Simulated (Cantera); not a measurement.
Input: 1 mol SF6, 0.24 mol H2, equilibrated at 2898.15 K and 0.0133 bar.

Cantera equilibrium calculation (NASA polynomials, part measured and part estimated; ideal gas, pure solids and liquids). Candidate condensed phases: S; 24 gas species. Kinetics and transport are ignored.

Base state: F 0.793, S 0.128, HF 0.0688, S2 0.00634, SF 0.00331, H 0.000434, SF2 3.63e-5 (mole fractions); condensed: gas only.

What changes in the equilibrium state with this change: pressure from 0.0133 bar to 0.350 bar?


| species | before | after |
|---|---|---|
| F | 0.793 | 0.799 |
| HF | 0.0688 | 0.0744 |
| S | 0.128 | 0.0525 |
| SF | 0.00331 | 0.0358 |
| S2 | 0.00634 | 0.0279 |
| SF2 | 3.63e-5 | 0.0104 |
| SF3 | 1.01e-8 | 7.66e-5 |
| S2F2 (SSF2) | 6.11e-8 | 0.000188 |
| FS2F (FSSF) | 5.80e-9 | 1.78e-5 |
The tables' values for S2F2 (SSF2), SF3, FS2F (FSSF) are old estimates; treat these amounts as uncertain.
